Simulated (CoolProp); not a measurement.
Dodecamethylcyclohexasiloxane (D6) along the isotherm 620 K: density (kg/m³) from the reference equation and from simpler models built on Tc = 645.8 K, pc = 0.9614 MPa, ω = 0.736; each cubic takes its own stable root.

Computed with CoolProp (reference Helmholtz-energy equation of state, Colonna 2008). It is a short technical equation, of lower accuracy than the large ones.

| p (MPa) | phase | reference |
|---|---|---|
| 0.00456 | gas | 0.3945 |
| 0.00811 | gas | 0.7028 |
| 0.0144 | gas | 1.252 |
| 0.0256 | gas | 2.238 |
| 0.0456 | gas | 4.029 |
| 0.0811 | gas | 7.301 |
| 0.144 | gas | 13.43 |
| 0.256 | gas | 25.56 |
| 0.456 | gas | 53.08 |
| 0.811 | liquid | 508.2 |
| 1.44 | liquid | 542.2 |

Task: How far does each simpler model (van der Waals, Redlich-Kwong, Soave-Redlich-Kwong) lie from the reference over these 11 states: mean and median of the absolute difference, and the worst?

Result: 
- van der Waals: mean 11.4 %, median 1.3 %, worst -74.6 % at 620 K and 0.811 MPa
- Redlich-Kwong: mean 4.4 %, median 0.8 %, worst -22.3 % at 620 K and 0.811 MPa
- Soave-Redlich-Kwong: mean 2.7 %, median 0.7 %, worst -12.3 % at 620 K and 0.811 MPa

At some of these states van der Waals gives the other phase, because its saturation line lies elsewhere.
